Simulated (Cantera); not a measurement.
A perfectly stirred reactor is fed with 21.5 % H2, 16.5 % O2, 62.0 % N2, equivalence ratio 0.65, at 5480 Torr; it is adiabatic with a 623 K inlet, and is followed from long to short residence time, starting on the burning branch (τ in s: 0.058, 0.025, 0.011, 0.0049, 0.0021, 0.00093, 0.00041, 0.00018, 7.8e-05, 3.4e-05).

Computed with Cantera and GRI-Mech 3.0 (53 species, 325 reactions). The hydrogen kinetics of GRI-Mech 3.0 are dated; newer H2 mechanisms differ, most at raised pressure.

One state of this run: T (K) = 2188; x H2 = 0.000718; x O2 = 0.0636; x HO2 = 7.60e-6; x NO2 = 3.98e-7; x NO = 0.000175. x: mole fraction; the columns are a selection and need not sum to one.

Which value of τ (s) does it belong to?
(A) 0.00041
(B) 7.8e-5
(C) 0.0021
(D) 0.058

C, 0.0021
